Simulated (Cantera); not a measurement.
Thermodynamics of nitride etching, feed BN + NF3

Feed: 1 mol BN, a varied amount of NF3, at 773.15 K and 84.0 Pa.

Method: chemical equilibrium by Gibbs-energy minimisation in Cantera with the NASA 1993 tables (ideal gas, pure condensed phases). Candidate condensed phases: B, BN; 13 gas species. Rates play no part.

At 0.71 mol NF3 the condensed part is BN(s). From 2.6 mol NF3 to 17 mol NF3 nothing is condensed. The main B-bearing gas is BF3 throughout.

```csv
n(NF3) (mol),x F2,x BF3,x N2,x F,x NF3,x NF2,n BN(s)
0.71,<1e-12,0.500,0.500,<1e-12,<1e-12,<1e-12,0.290
2.6,0.373,0.182,0.326,0.114,0.00439,7.49e-8,0
4.4,0.473,0.107,0.286,0.129,0.00585,8.89e-8,0
6.3,0.516,0.0745,0.269,0.134,0.00647,9.40e-8,0
8.2,0.539,0.0572,0.260,0.137,0.00679,9.66e-8,0
10,0.553,0.0469,0.254,0.139,0.00698,9.80e-8,0
12,0.563,0.0390,0.250,0.140,0.00712,9.91e-8,0
14,0.571,0.0334,0.247,0.141,0.00722,9.98e-8,0
16,0.576,0.0293,0.245,0.142,0.00730,1.00e-7,0
17,0.579,0.0275,0.244,0.142,0.00733,1.01e-7,0
```
x: gas mole fraction; n: condensed amount in mol.
